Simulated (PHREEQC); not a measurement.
0.1 mol of Jarosite-Na (NaFe3(SO4)2(OH)6) is brought to equilibrium with 1 kg of water, with rising amounts of LiOH, at 25 °C. Oxygen alone is held at its pressure in air (log pO2 = -0.68). CO2 from the air is kept out. Names ending in (a), (am) or -a are amorphous solids. Solids allowed: Jarosite-Na, Fe(OH)3(a), Mirabilite. Others were left out.

Computed with PHREEQC (ion-association model, wateq4f.dat).

| LiOH added (mol) | pH | dissolved Fe (mol/kgw) | Fe(OH)3(a) (mol) | SO4-2 (mol/kgw) | FeOH+2 (mol/kgw) | Fe(OH)2+ (mol/kgw) |
|---|---|---|---|---|---|---|
| 0 | 3.32 | 0.000296 | 0.000811 | 0.000656 | 0.000143 | 8.42e-5 |
| 0.00833 | 4.13 | 2.02e-5 | 0.00845 | 0.00545 | 4.62e-6 | 1.41e-5 |
| 0.0167 | 4.37 | 1.07e-5 | 0.0168 | 0.0106 | 1.78e-6 | 8.39e-6 |
| 0.025 | 4.50 | 7.69e-6 | 0.0251 | 0.0156 | 1.07e-6 | 6.32e-6 |
| 0.0333 | 4.59 | 6.16e-6 | 0.0334 | 0.0205 | 7.53e-7 | 5.20e-6 |
| 0.0417 | 4.67 | 5.22e-6 | 0.0418 | 0.0253 | 5.79e-7 | 4.48e-6 |
| 0.05 | 4.72 | 4.59e-6 | 0.0501 | 0.0300 | 4.71e-7 | 3.99e-6 |
| 0.0583 | 4.77 | 4.12e-6 | 0.0583 | 0.0346 | 3.98e-7 | 3.62e-6 |
| 0.0667 | 4.81 | 3.76e-6 | 0.0667 | 0.0392 | 3.44e-7 | 3.33e-6 |
| 0.075 | 4.85 | 3.48e-6 | 0.0750 | 0.0437 | 3.03e-7 | 3.09e-6 |
| 0.0833 | 4.88 | 3.25e-6 | 0.0833 | 0.0481 | 2.72e-7 | 2.90e-6 |
| 0.0917 | 4.91 | 3.05e-6 | 0.0917 | 0.0526 | 2.46e-7 | 2.74e-6 |
| 0.1 | 4.93 | 2.89e-6 | 0.100 | 0.0569 | 2.25e-7 | 2.60e-6 |
